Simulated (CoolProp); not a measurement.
Model: reference Helmholtz-energy equation of state, Lemmon 2006, in CoolProp. It is a short technical equation, of lower accuracy than the large ones.

Problem. For carbonyl sulfide, give the phase and the speed of sound (m/s), isothermal compressibility (1/MPa), expansivity (1/kK), fugacity coefficient at 264.4 K and 5.03 MPa; 347.5 K and 5.03 MPa.

Solution. 
- 264.4 K and 5.03 MPa: liquid; speed of sound 870, isothermal compressibility 0.00212, expansivity 2.15, fugacity coefficient 0.102
- 347.5 K and 5.03 MPa: liquid; speed of sound 441, isothermal compressibility 0.0149, expansivity 6.02, fugacity coefficient 0.566
